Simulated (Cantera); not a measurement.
An isothermal, constant-pressure homogeneous reactor starts with CH4 : H2O = 1 : 1.9 (molar parts), at 1898 K and 1.01 bar. Integrator tolerance rtol = 1e-08.

Computed with Cantera and GRI-Mech 3.0 (53 species, 325 reactions).

### Question
What does this change do: temperature 1898 to 1375 K?

### Answer
```tsv
quantity	before	after
x(CH4) at 9.00 s	2.33e-8 (gas-phase equilibrium 2.79e-8)	0.149 (gas-phase equilibrium 6.60e-6)
x(H2O) at 9.00 s	0.171 (gas-phase equilibrium 0.171)	0.543 (gas-phase equilibrium 0.161)
x(CO) at 9.00 s	0.192 (gas-phase equilibrium 0.192)	0.00840 (gas-phase equilibrium 0.182)
x(O) at 9.00 s	1.03e-8 (gas-phase equilibrium 1.03e-8)	<1e-12 (gas-phase equilibrium <1e-12)
x(CH2) at 9.00 s	<1e-12 (gas-phase equilibrium <1e-12)	4.23e-10 (gas-phase equilibrium <1e-12)
x(C2H) at 9.00 s	<1e-12 (gas-phase equilibrium <1e-12)	2.60e-10 (gas-phase equilibrium <1e-12)
x(HO2) at 9.00 s	1.62e-12 (gas-phase equilibrium 1.62e-12)	<1e-12 (gas-phase equilibrium <1e-12)
```
